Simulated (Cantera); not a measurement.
Feed: 1 mol MgCl2, a varied amount of H2, equilibrated at 973.15 K and 4.80 mbar.

Method: chemical equilibrium by Gibbs-energy minimisation in Cantera with the NASA 1993 tables (ideal gas, pure condensed phases). Candidate condensed phases: Mg, MgCl2; 10 gas species. The numbers say what is thermodynamically allowed, not how fast it happens.

log p: log10 of the partial pressure in bar; n: condensed amount in mol.

| n(H2) (mol) | log p H2 | log p MgCl2 | log p HCl | log p Mg | log p MgCl | log p H | log p MgH | n MgCl2(s) |
|---|---|---|---|---|---|---|---|---|
| 3.7 | -2.33 | -4.03 | -6.45 | -6.75 | -8.67 | -10.13 | -10.28 | ___ |
| 9.6 | -2.33 | -4.03 | -6.45 | -6.75 | -8.67 | -10.13 | -10.28 | ___ |
| 16 | -2.33 | -4.03 | -6.45 | -6.75 | -8.67 | -10.13 | -10.28 | ___ |
| 22 | -2.33 | -4.03 | -6.45 | -6.75 | -8.67 | -10.13 | -10.28 | ___ |
| 28 | -2.33 | -4.03 | -6.45 | -6.75 | -8.67 | -10.13 | -10.28 | ___ |
| 33 | -2.33 | -4.03 | -6.45 | -6.75 | -8.67 | -10.13 | -10.28 | ___ |
| 39 | -2.33 | -4.03 | -6.45 | -6.75 | -8.67 | -10.13 | -10.28 | ___ |
| 45 | -2.33 | -4.03 | -6.45 | -6.75 | -8.67 | -10.13 | -10.28 | ___ |
| 51 | -2.33 | -4.04 | -6.45 | -6.75 | -8.67 | -10.13 | -10.28 | ___ |

Task: Fill in the missing entries.

Result: 
- 3.7, n MgCl2(s): 0.927
- 9.6, n MgCl2(s): 0.810
- 16, n MgCl2(s): 0.683
- 22, n MgCl2(s): 0.564
- 28, n MgCl2(s): 0.445
- 33, n MgCl2(s): 0.345
- 39, n MgCl2(s): 0.226
- 45, n MgCl2(s): 0.107
- 51, n MgCl2(s): 0
